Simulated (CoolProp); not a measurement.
Properties of methanol along the isobar 87.2 bar (Tc = 513.4 K, pc = 82.16 bar, ω = 0.565).

The numbers come from the reference Helmholtz-energy equation of state, de Reuck 1993 in CoolProp.

```csv
T (K),phase,density (kg/m³),viscosity (µPa s)
260.2,liquid,?,1070
275.4,liquid,814.9,816
290.6,liquid,?,?
305.8,liquid,787.6,514
321,liquid,?,421
336.2,liquid,759.9,?
351.4,liquid,?,297
366.6,liquid,?,?
381.8,liquid,714.3,219
```

Question: Fill in the missing entries.

Answer: 
- 260.2, density (kg/m³): 828.6
- 290.6, density (kg/m³): 801.2
- 290.6, viscosity (µPa s): 640
- 321, density (kg/m³): 773.9
- 336.2, viscosity (µPa s): 351
- 351.4, density (kg/m³): 745.4
- 366.6, density (kg/m³): 730.3
- 366.6, viscosity (µPa s): 254

Viscosity comes from a separate model (Xiang 2006).
